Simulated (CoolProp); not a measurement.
Vapour-liquid equilibrium of R134a (1) + isobutane (2) at 0.55 °C; x and y are mole fractions of (1).

The numbers come from the multi-fluid Helmholtz-energy mixture model, Tillner-Roth 1994 and Bücker 2006; pair parameters Bell 2016 in CoolProp.

```csv
x,bubble pressure (MPa),y at the bubble point,dew pressure at overall composition x (MPa),liquid density (mol/L)
0.05,0.2146,0.274,0.1679,10.04
0.15,0.2844,0.483,0.1861,10.17
0.25,0.3209,0.566,0.2084,10.31
0.35,0.3395,0.608,0.2361,10.49
0.45,0.3491,0.635,0.2709,10.69
0.55,0.3543,0.656,0.3135,10.94
0.65,0.3569,0.679,0.3531,11.23
0.75,0.3564,0.711,0.3518,11.57
0.85,0.3487,0.769,0.3322,11.97
0.95,0.3239,0.887,0.3097,12.42
```

y crosses x between x = 0.65 and 0.75: the model has an azeotrope there.

The pair parameters rest on a limited set of measurements; away from them the model extrapolates. With so large a gap from Raoult's law the liquid may split in two, which this calculation doesn't test in full.
